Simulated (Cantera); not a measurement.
A freely propagating, adiabatic, planar premixed flame of 19.7 % H₂, 16.4 % O₂, 61.6 % N₂, 2.36 % H₂O, unburnt at 448 K and 101000 Pa; mixture-averaged transport, grid criteria slope 0.08 and curve 0.16, no radiation.

Detailed kinetics in Cantera: the H2/O2 subset of GRI-Mech 3.0, which has no nitrogen chemistry. Burning velocities carry a grid error of a few per cent, more on coarse grids. Lean hydrogen flames are cellular in practice and burn faster than this planar one.

Predict: laminar burning velocity; thermal thickness; peak x(OH); peak x(H₂O₂); peak x(O).


- laminar burning velocity: 181 cm/s
- thermal thickness: 0.374 mm
- peak x(OH): 0.00856
- peak x(H₂O₂): 5.52e-5
- peak x(O): 0.00690
